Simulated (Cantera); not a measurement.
Cantera run:

```python
import numpy as np
import cantera as ct

gas_names = """
    CL CL2 H HCL H2 N NH NH2 NH3 N2 N2H2 N2H4 Si SiCL SiCL2 SiCL3 SiCL4 SiH SiHCL3 SiH2 SiH2CL2 SiH3
    SiH3CL SiH4 SiN Si2 Si2N Si3
""".split()
cond_names = """
    NH4CL(a) NH4CL(b) Si(cr) Si(L) Si3N4(a)
""".split()


# ... load() reads the species with a 1 bar reference pressure and builds the phases ...
atoms = {
    'SiH2Cl2': {'Si': 1, 'H': 2, 'CL': 2},
    'NH3': {'N': 1, 'H': 3},
    'N2': {'N': 2},
}
top_T = {'Si3N4(a)': 2400}  # K; cautious upper limits of use, not melting points


# ... equilibrate(T, P, feed) seeds the gas with the atoms and calls Mixture.equilibrate('TP', solver="vcs", rtol=1e-11, max_steps=5000) ...
results = []
feed = {'SiH2Cl2': 1, 'NH3': 4.9, 'N2': 46}  # mol
P = 17  # Pa
for T in [875, 950, 1025, 1100, 1175, 1250, 1325, 1400, 1475, 1550, 1625, 1700, 1775]:
    mix = equilibrate(T, P, feed)
    results.append((T, P, feed, dict(zip(mix.species_names, mix.species_moles))))

top = {s: max(r[3][s] / sum(r[3][g] for g in gas_names) for r in results) for s in gas_names}
cols = sorted((s for s in top if top[s] > 0.001), key=lambda s: -top[s])[:5]
seen = [c for c in cond_names if any(r[3].get(c, 0) > 1e-12 for r in results)]
print("log10 of partial pressures in bar; condensed amounts in mol")
print(f"{'T/K':>10s}" + "".join(f"{s[:9]:>10s}" for s in cols + seen))
for T, P, feed, n in results:
    ng = sum(n[g] for g in gas_names)
    print(f"{T:10.4g}" + "".join(f"{np.log10(max(n[s] / ng * P / 1e5, 1e-99)):10.3f}" for s in cols)
          + "".join(f"{n.get(c, 0):10.4g}" for c in seen))
```

Output:

```
log10 of partial pressures in bar; condensed amounts in mol
       T/K        N2        H2       HCL        Si     SiCL2    Si(cr)     Si(L)  Si3N4(a)
       875    -3.847    -4.660    -5.226   -25.580   -12.170         0         0    0.3333
       950    -3.847    -4.660    -5.226   -22.293   -10.917         0         0    0.3333
      1025    -3.847    -4.660    -5.226   -19.491    -9.849         0         0    0.3333
      1100    -3.847    -4.660    -5.226   -17.073    -8.929         0         0    0.3332
      1175    -3.847    -4.660    -5.227   -14.966    -8.130         0         0    0.3324
      1250    -3.847    -4.659    -5.231   -13.115    -7.436         0         0    0.3291
      1325    -3.847    -4.658    -5.247   -11.476    -6.849         0         0    0.3173
      1400    -3.847    -4.653    -5.291   -10.014    -6.389         0         0    0.2873
      1475    -3.847    -4.646    -5.376    -8.703    -6.071         0         0    0.2371
      1550    -3.847    -4.638    -5.495    -7.521    -5.872         0         0    0.1771
      1625    -3.847    -4.642    -5.521    -6.788    -5.856    0.4562         0         0
      1700    -3.849    -4.646    -5.531    -6.168    -5.861         0    0.2603         0
      1775    -3.852    -4.660    -5.486    -5.797    -5.946         0         0         0
```

Equilibrium computed with Cantera from the NASA thermochemical tables; the gas is ideal and each condensed phase is pure. The tables' values for SiCl, SiN, SiCl3 are old estimates; treat these amounts as uncertain.
